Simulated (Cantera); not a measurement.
Mixture: CO : H₂ : O₂ : N₂ = 1 : 0.34 : 1.22 : 4.58 (molar parts), equivalence ratio 0.55, at 0.316 atm, adiabatic and at constant volume. Ignition delay is the time to a rise of 400 K.

Cantera simulation using GRI-Mech 3.0 (53 species, 325 reactions); the numbers are that mechanism's predictions, not measurements. Below about 950 K walls govern HO2 and H2O2 in real vessels. Where the delays flatten at high temperature, the 400 K rule measures the pace of heat release, not the induction time.

Q: What does this change do: pressure from 0.316 atm to 0.987 atm?

A: 
```json
[
 {"quantity": "delay at 898 K", "before": "2.95 ms", "after": "49.2 ms"},
 {"quantity": "delay at 1048 K", "before": "0.579 ms", "after": "0.231 ms"},
 {"quantity": "delay at 1198 K", "before": "0.314 ms", "after": "87.0 µs"},
 {"quantity": "delay at 1348 K", "before": "0.248 ms", "after": "56.1 µs"},
 {"quantity": "delay at 1498 K", "before": "0.253 ms", "after": "46.6 µs"}
]
```

Q: What does this change do: N2 4.58 to 10 parts?

A: 
```json
[
 {"quantity": "delay at 898 K", "before": "2.95 ms", "after": "5.52 ms"},
 {"quantity": "delay at 1048 K", "before": "0.579 ms", "after": "1.23 ms"},
 {"quantity": "delay at 1198 K", "before": "0.314 ms", "after": "0.787 ms"},
 {"quantity": "delay at 1348 K", "before": "0.248 ms", "after": "0.756 ms"},
 {"quantity": "delay at 1498 K", "before": "0.253 ms", "after": "0.921 ms"}
]
```
